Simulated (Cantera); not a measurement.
A perfectly stirred reactor is fed with C2H4 : H2 = 1 : 4.3 (molar parts), at 27.8 Torr; it is held at 1600 K, and followed from long to short residence time.

Detailed kinetics in Cantera: GRI-Mech 3.0 (53 species, 325 reactions). GRI-Mech 3.0 was tuned for natural gas; its chemistry of ethylene as a main component is partial and can be far from experiment. GRI-Mech 3.0 stops at C3 and has no aromatics, soot or wall deposition, so with more carbon than oxygen in the feed, carbon stays in small species such as C2H2 where larger ones or solid carbon would form. Radical loss at walls, strong at low pressure, is not modelled.

Question: Predict: x(C2H4) at τ = 5.70 s; x(H2) at τ = 5.70 s; x(H) at τ = 5.70 s; x(CH3) at τ = 5.70 s; x(C2H2) at τ = 5.70 s; x(C2H4) at τ = 49.0 ms; x(H2) at τ = 49.0 ms; x(H) at τ = 49.0 ms; x(CH3) at τ = 49.0 ms; x(C2H2) at τ = 49.0 ms.

Answer: 
| Item | Result |
|---|---|
| x(C2H4) at τ = 5.70 s | 0.000847 |
| x(H2) at τ = 5.70 s | 0.840 |
| x(H) at τ = 5.70 s | 0.000226 |
| x(CH3) at τ = 5.70 s | 5.75e-6 |
| x(C2H2) at τ = 5.70 s | 0.158 |
| x(C2H4) at τ = 49.0 ms | 0.0846 |
| x(H2) at τ = 49.0 ms | 0.828 |
| x(H) at τ = 49.0 ms | 2.93e-5 |
| x(CH3) at τ = 49.0 ms | 1.18e-7 |
| x(C2H2) at τ = 49.0 ms | 0.0875 |
